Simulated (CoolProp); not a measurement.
A simple Rankine cycle with isohexane: condensing at 325.15 K, boiler at 2.41 MPa, turbine inlet 549 K, turbine efficiency 0.75, pump efficiency 0.6, no recuperator. Each further row changes one setting.

Values from CoolProp's reference Helmholtz-energy equation of state, Lemmon 2006. It is a short technical equation, of lower accuracy than the large ones.

| case | thermal efficiency (%) | net work (kJ/kg) | heat in (kJ/kg) | turbine exit temperature (K) | volume ratio over the turbine |
|---|---|---|---|---|---|
| as stated | 14.0 | 111 | 793 | 487.9 | 35.3 |
| condensing temperature 317.15 K | 14.8 | 120 | 812 | 484.0 | 46.4 |
| boiler pressure 1.69 MPa | 12.9 | 104 | 811 | [?] | [?] |
| turbine efficiency 0.65 | 12.0 | 95.4 | 793 | [?] | 35.8 |

What belongs in the gaps?


- boiler pressure 1.69 MPa, turbine exit temperature (K): 497.4
- boiler pressure 1.69 MPa, volume ratio over the turbine: 23.1
- turbine efficiency 0.65, turbine exit temperature (K): 494.1
